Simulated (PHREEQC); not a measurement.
Model water analysis in mg/L, 20 °C, pH 2.21, pe 8.5:

```tsv
constituent	mg/L
Na	97.1
K	54.3
Ca	86.6
Mg	67.1
Cl	135
S(6) as SO4	1140
Li	0.024
N(5) as NO3	0.507
```

Cl is adjusted to close the charge balance.
Valence states are taken as typed.

Computed with PHREEQC (ion-association model, wateq4f.dat).

- ionic strength = 0.0305 mol/kgw
- total alkalinity = -9.65 meq/kg

```json
[
 {"species": "SO4-2", "molality": "0.00768", "activity": "0.00407", "log γ": "-0.276"},
 {"species": "H+", "molality": "0.00705", "activity": "0.00617", "log γ": "-0.058"},
 {"species": "Na+", "molality": "0.00415", "activity": "0.00353", "log γ": "-0.070"},
 {"species": "HSO4-", "molality": "0.00258", "activity": "0.00219", "log γ": "-0.070"},
 {"species": "Mg+2", "molality": "0.00190", "activity": "0.00104", "log γ": "-0.263"},
 {"species": "Ca+2", "molality": "0.00151", "activity": "0.000813", "log γ": "-0.270"},
 {"species": "K+", "molality": "0.00136", "activity": "0.00115", "log γ": "-0.073"},
 {"species": "Cl-", "molality": "0.00136", "activity": "0.00114", "log γ": "-0.073"},
 {"species": "MgSO4", "molality": "0.000863", "activity": "0.000869", "log γ": "0.003"},
 {"species": "CaSO4", "molality": "0.000625", "activity": "0.000630", "log γ": "0.003"},
 {"species": "NaSO4-", "molality": "8.15e-5", "activity": "6.98e-5", "log γ": "-0.067"},
 {"species": "KSO4-", "molality": "3.50e-5", "activity": "3.00e-5", "log γ": "-0.067"},
 {"species": "CaHSO4+", "molality": "2.52e-5", "activity": "2.14e-5", "log γ": "-0.071"},
 {"species": "NO3-", "molality": "8.19e-6", "activity": "6.88e-6", "log γ": "-0.075"},
 {"species": "Li+", "molality": "3.40e-6", "activity": "2.92e-6", "log γ": "-0.066"},
 {"species": "LiSO4-", "molality": "6.08e-8", "activity": "5.19e-8", "log γ": "-0.069"}
]
```

No solid was allowed to form. Complexes and solids missing from the database can't appear.
